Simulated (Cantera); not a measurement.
# Thermodynamics of silicon nitride deposition, feed SiH₂Cl₂ + N₂ + H₂

A closed system holds: 1 mol SiH₂Cl₂, 22 mol N₂, 1.5 mol H₂, held at 820 Pa.

Equilibrium computed with Cantera from the NASA thermochemical tables; the gas is ideal and each condensed phase is pure. Candidate condensed phases: NH₄Cl, Si, Si₃N₄; 28 gas species. N₂ is the only nitrogen source here; it is nearly inert below about 1500 K, so the nitride shown seldom forms there in practice. The tables' values for SiCl, SiCl₃, SiN are old estimates; treat these amounts as uncertain. Gases not in the tables: Si₂H₆ and higher silanes. Equilibrium is a limit: real reactors are often held back by kinetics, nucleation or transport.

From 577 °C to 1377 °C the condensed part is Si₃N₄(s). From 1577 °C to 1777 °C the condensed part is Si(l). The main Si-bearing gas is SiCl₄ at 577 °C and SiCl₂ at 1777 °C.

```
T (°C)  log p N₂  log p H₂  log p HCl  log p SiCl₂  log p Si  log p H  log p SiCl  n Si₃N₄(s)  n Si(l)
------  --------  --------  ---------  -----------  --------  -------  ----------  ----------  -------
577        -2.15     -3.29      -3.21       -11.10      <-14   -12.33        <-14       0.324        0
777        -2.15     -3.30      -3.19        -7.95      <-14    -9.74        <-14       0.329        0
977        -2.15     -3.30      -3.19        -5.85      <-14    -7.96      -11.81       0.329        0
1177       -2.15     -3.27      -3.24        -4.46    -10.26    -6.66       -8.80       0.294        0
1377       -2.15     -3.19      -3.45        -3.83     -7.25    -5.64       -6.74       0.181        0
1577       -2.15     -3.16      -3.66        -3.69     -5.19    -4.85       -5.45           0    0.322
1777       -2.16     -3.19      -3.64        -3.73     -4.11    -4.24       -4.78           0   0.0899
```
log p: log10 of the partial pressure in bar; n: condensed amount in mol.
